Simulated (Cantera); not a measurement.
A closed system holds: 1 mol SiH₂Cl₂, 0.35 mol N₂, 24 mol NH₃, at 1925 K and 47000 Pa.

Equilibrium computed with Cantera from the NASA thermochemical tables; the gas is ideal and each condensed phase is pure. Candidate condensed phases: NH₄Cl, Si, Si₃N₄; 28 gas species. The tables' values for SiCl, SiCl₃ are old estimates; treat these amounts as uncertain. Gases not in the tables: Si₂H₆ and higher silanes. Rates play no part.

Base state: H₂ 0.725, N₂ 0.236, HCl 0.0344, SiCl₂ 0.00280, H 0.00119, Cl 4.24e-5, SiH₂ 3.24e-5, SiCl 2.91e-5 (mole fractions); condensed: Si₃N₄(s).

Task: What changes in the equilibrium state with this change: pressure from 47000 Pa to 100000 Pa?

Result: 
```json
[
 {"species": "H₂", "before": "0.725", "after": "0.725"},
 {"species": "N₂", "before": "0.236", "after": "0.236"},
 {"species": "HCl", "before": "0.0344", "after": "0.0363"},
 {"species": "SiCl₂", "before": "0.00280", "after": "0.00189"},
 {"species": "Si", "before": "2.43e-5", "after": "6.91e-6"},
 {"species": "SiH", "before": "1.15e-5", "after": "4.79e-6"},
 {"species": "SiCl", "before": "2.91e-5", "after": "1.27e-5"},
 {"species": "SiH₂", "before": "3.24e-5", "after": "1.96e-5"},
 {"species": "Si₃N₄(s), mol", "before": "0.285", "after": "0.301"}
]
```
The tables' values for SiCl₃, SiCl are old estimates; treat these amounts as uncertain.

Task: What changes in the equilibrium state with this change: temperature from 1925 K to 1098.15 K?

Result: 
| species | before | after |
|---|---|---|
| H₂ | 0.725 | 0.725 |
| N₂ | 0.236 | 0.235 |
| HCl | 0.0344 | 0.0402 |
| SiCl₂ | 0.00280 | 1.83e-8 |
| SiCl₃ | 2.35e-5 | 5.30e-8 |
| H | 0.00119 | 3.08e-8 |
| SiH₂ | 3.24e-5 | <1e-9 |
| SiCl | 2.91e-5 | <1e-9 |
| Si₃N₄(s), mol | 0.285 | 0.333 |
